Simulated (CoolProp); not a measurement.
Dodecamethylcyclohexasiloxane (D6) along the isotherm 94.55 °C: Z from the reference equation and from simpler models built on Tc = 372.6 °C, pc = 0.9614 MPa, ω = 0.736; each cubic takes its own stable root.

Values from CoolProp's reference Helmholtz-energy equation of state, Colonna 2008. It is a short technical equation, of lower accuracy than the large ones.

```
p (MPa)   phase  reference
-------  ------  ---------
0.03     liquid   0.004898
0.0601   liquid   0.009811
0.0901   liquid    0.01471
0.12     liquid    0.01959
0.15     liquid    0.02448
0.18     liquid    0.02937
0.21     liquid    0.03426
0.24     liquid    0.03915
0.27     liquid    0.04404
0.3      liquid    0.04893
0.33     liquid    0.05382
0.361    liquid    0.05886
0.391    liquid    0.06375
0.421    liquid    0.06863
0.451    liquid    0.07351
0.481    liquid    0.07839
```

Question: How far does each simpler model (Soave-Redlich-Kwong, Peng-Robinson) lie from the reference over these 16 states: mean and median of the absolute difference, and the worst?

Answer: 
- Soave-Redlich-Kwong: mean 11.5 %, median 11.5 %, worst +11.5 % at 94.55 °C and 0.481 MPa
- Peng-Robinson: mean 0.7 %, median 0.7 %, worst -0.7 % at 94.55 °C and 0.03 MPa
